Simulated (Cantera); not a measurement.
An adiabatic, constant-volume homogeneous reactor starts with 28.0 % H₂, 13.2 % O₂, 49.3 % N₂, 9.49 % H₂O, at 1325 K and 0.286 atm.

Computed with Cantera and GRI-Mech 3.0 (53 species, 325 reactions).

Question: Predict: time of steepest temperature rise; temperature at 6.00 s; equilibrium temperature; x(H₂) at 6.00 s; x(O₂) at 6.00 s; x(H₂O) at 6.00 s; x(NO) at 6.00 s; x(H₂O₂) at 6.00 s; x(OH) at 6.00 s; x(N₂O) at 6.00 s.

Answer: 
```json
{
 "time_of_steepest_temperature_rise": "93.2 µs",
 "temperature at 6.00 s": "2732 K",
 "equilibrium_temperature": "2732 K",
 "x(H₂) at 6.00 s": "0.0625 (gas-phase equilibrium 0.0625)",
 "x(O₂) at 6.00 s": "0.0136 (gas-phase equilibrium 0.0136)",
 "x(H₂O) at 6.00 s": "0.322 (gas-phase equilibrium 0.322)",
 "x(NO) at 6.00 s": "0.00704 (gas-phase equilibrium 0.00704)",
 "x(H₂O₂) at 6.00 s": "3.09e-7 (gas-phase equilibrium 3.09e-7)",
 "x(OH) at 6.00 s": "0.0296 (gas-phase equilibrium 0.0296)",
 "x(N₂O) at 6.00 s": "2.40e-7 (gas-phase equilibrium 2.40e-7)"
}
```
